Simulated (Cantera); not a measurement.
A closed system holds: 1 mol Ti, 1 mol C3H8, 11 mol H2, at 1.00 bar.

These are equilibrium values from Cantera (NASA tables, ideal gas, pure condensed phases), not measurements of a reactor. Candidate condensed phases: C, C6H6, C7H8, C8H18, Ti, TiC; 77 gas species. TiC: taken at fixed stoichiometry. The numbers say what is thermodynamically allowed, not how fast it happens.

x: gas mole fraction; n: condensed amount in mol.

| T (K) | x H2 | x H | x C2H2 (acetylene) | x CH4 | x CH3 | x C2H4 | x C4H2 | n C(graphite) | n TiC(s) |
|---|---|---|---|---|---|---|---|---|---|
| 1698 | 0.999 | 0.000145 | 7.20e-5 | 0.00110 | 3.24e-6 | 3.56e-6 | … | 1.98 | 1.00 |
| 1773 | 0.999 | 0.000284 | 0.000140 | 0.000841 | 4.85e-6 | 3.95e-6 | … | 1.98 | 1.00 |
| 1848 | 0.999 | 0.000530 | 0.000257 | 0.000657 | 7.02e-6 | 4.35e-6 | … | 1.98 | 1.00 |
| 1923 | 0.998 | 0.000941 | 0.000451 | 0.000523 | 9.87e-6 | 4.74e-6 | … | 1.98 | 1.00 |
| 1998 | 0.997 | 0.00160 | 0.000756 | 0.000424 | 1.35e-5 | 5.13e-6 | … | 1.97 | 1.00 |
| 2073 | 0.996 | 0.00262 | 0.00122 | 0.000349 | 1.80e-5 | 5.52e-6 | … | 1.96 | 1.00 |
| 2148 | 0.994 | 0.00415 | 0.00190 | 0.000291 | 2.35e-5 | 5.90e-6 | … | 1.94 | 1.00 |
| 2223 | 0.990 | 0.00638 | 0.00287 | 0.000246 | 3.01e-5 | 6.26e-6 | … | 1.91 | 1.000 |

Question: Fill in the missing entries.

Answer: 
- 1698, x C4H2: 2.03e-9
- 1773, x C4H2: 7.71e-9
- 1848, x C4H2: 2.63e-8
- 1923, x C4H2: 8.12e-8
- 1998, x C4H2: 2.30e-7
- 2073, x C4H2: 6.04e-7
- 2148, x C4H2: 1.48e-6
- 2223, x C4H2: 3.40e-6
